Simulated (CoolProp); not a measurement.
Cyclopropane along the isotherm 182.65 °C: Z from the reference equation and from simpler models built on Tc = 125.5 °C, pc = 56.05 bar, ω = 0.131; each cubic takes its own stable root.

Model: reference Helmholtz-energy equation of state, Polt 1992, in CoolProp. This equation is an older, rougher fit; its heat capacities, sound speeds and derivatives of the liquid may be far off and weren't checked against measurements.

| p (bar) | phase | reference | van der Waals | Soave-Redlich-Kwong |
|---|---|---|---|---|
| 0.443 | gas | 0.9982 | 0.9983 | 0.9983 |
| 1.01 | gas | 0.9958 | 0.9961 | 0.9960 |
| 2.3 | gas | 0.9904 | 0.9912 | 0.9909 |
| 5.22 | gas | 0.9782 | 0.9798 | 0.9792 |
| 11.9 | gas | 0.9499 | 0.9531 | 0.9521 |
| 27.1 | gas | 0.8830 | 0.8875 | 0.8878 |
| 61.6 | supercritical | 0.7139 | 0.7008 | 0.7266 |
| 140 | supercritical | 0.4617 | 0.5354 | 0.5255 |
